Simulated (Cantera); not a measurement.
**Abatement and gas-phase synthesis: H₂S + H₂O**

Charge: 1 mol H₂S, 0.09 mol H₂O, held at 750 °C.

Cantera equilibrium calculation (NASA polynomials, part measured and part estimated; ideal gas, pure solids and liquids). Candidate condensed phases: H₂O, H₂SO₄, S; 19 gas species. The ideal-gas law is rough above about 30 bar. Gases not in the tables: S₃ to S₇. Rates play no part.

From 10.0 Pa to 3.00e7 Pa nothing is condensed.

| P (Pa) | x H₂S | x H₂ | x S₂ | x H₂O | x SH |
|---|---|---|---|---|---|
| 10 | 0.239 | 0.465 | 0.233 | 0.0633 | 0.000330 |
| 84 | 0.426 | 0.337 | 0.168 | 0.0686 | 0.000239 |
| 710 | 0.611 | 0.210 | 0.105 | 0.0739 | 0.000149 |
| 6000 | 0.745 | 0.118 | 0.0589 | 0.0777 | 8.37e-5 |
| 50000 | 0.827 | 0.0623 | 0.0311 | 0.0800 | 4.42e-5 |
| 420000 | 0.871 | 0.0318 | 0.0158 | 0.0812 | 2.25e-5 |
| 3600000 | 0.894 | 0.0158 | 0.00787 | 0.0819 | 1.12e-5 |
| 30000000 | 0.906 | 0.00787 | 0.00390 | 0.0822 | 5.57e-6 |
x: gas mole fraction; nothing condenses.
